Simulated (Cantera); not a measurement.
N2O furnace oxynitridation

A perfectly stirred reactor is fed with N2O = 1 (molar parts), at 790 Pa; it is held at 1575 K, and followed from long to short residence time.

Cantera simulation using GRI-Mech 3.0 (53 species, 325 reactions); the numbers are that mechanism's predictions, not measurements. GRI-Mech 3.0 was tuned for natural gas; its chemistry of N2O as a main component is partial and can be far from experiment. Radical loss at walls, strong at low pressure, is not modelled. The temperature is held fixed by assumption; the heat of reaction is taken as removed at once.

```json
[
 {"τ (s)": "5.9", "x N2O": "0.0966", "x O": "0.000141", "x N2": "0.516", "x NO2": "3.29e-5", "x O2": "0.215", "x NO": "0.171"},
 {"τ (s)": "2.5", "x N2O": "0.201", "x O": "0.000141", "x N2": "0.457", "x NO2": "2.63e-5", "x O2": "0.190", "x NO": "0.152"},
 {"τ (s)": "1.1", "x N2O": "0.364", "x O": "0.000142", "x N2": "0.364", "x NO2": "1.75e-5", "x O2": "0.151", "x NO": "0.121"},
 {"τ (s)": "0.47", "x N2O": "0.572", "x O": "0.000142", "x N2": "0.244", "x NO2": "8.83e-6", "x O2": "0.102", "x NO": "0.0817"},
 {"τ (s)": "0.20", "x N2O": "0.758", "x O": "0.000142", "x N2": "0.138", "x NO2": "3.42e-6", "x O2": "0.0574", "x NO": "0.0461"},
 {"τ (s)": "0.086", "x N2O": "0.880", "x O": "0.000141", "x N2": "0.0687", "x NO2": "1.13e-6", "x O2": "0.0286", "x NO": "0.0229"},
 {"τ (s)": "0.037", "x N2O": "0.944", "x O": "0.000141", "x N2": "0.0317", "x NO2": "3.31e-7", "x O2": "0.0131", "x NO": "0.0106"},
 {"τ (s)": "0.016", "x N2O": "0.975", "x O": "0.000139", "x N2": "0.0141", "x NO2": "8.52e-8", "x O2": "0.00581", "x NO": "0.00467"},
 {"τ (s)": "0.0068", "x N2O": "0.989", "x O": "0.000136", "x N2": "0.00602", "x NO2": "1.82e-8", "x O2": "0.00245", "x NO": "0.00197"},
 {"τ (s)": "0.0029", "x N2O": "0.996", "x O": "0.000130", "x N2": "0.00253", "x NO2": "3.35e-9", "x O2": "0.00100", "x NO": "0.000804"},
 {"τ (s)": "0.0012", "x N2O": "0.998", "x O": "0.000116", "x N2": "0.00101", "x NO2": "4.82e-10", "x O2": "0.000371", "x NO": "0.000298"}
]
```
x: mole fraction; the columns are a selection and need not sum to one.
